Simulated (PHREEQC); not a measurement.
1 kg of water holding 0.066 mol NaCl, 0.23 mol KCl, 0.025 mol MgCl2, 0.0043 mol SrCl2 and 0.0046 mol CaCl2 is evaporated at 25 °C; the solids stay in contact with the brine. CO2 from the air is kept out. Solids allowed: Bischofite, Brucite, Carnallite, Halite, Portlandite, Sylvite, MgCl2_4H2O. Others were left out.

All values are PHREEQC results (Pitzer model, pitzer.dat), not measurements.

Question: Predict ionic strength at water left (kg) = 0.5552, 0.003008.

Answer: 
| water left (kg) | ionic strength |
|---|---|
| 0.5552 | 0.716 |
| 0.003008 | 16.0 |

Complexes and solids missing from the database can't appear.
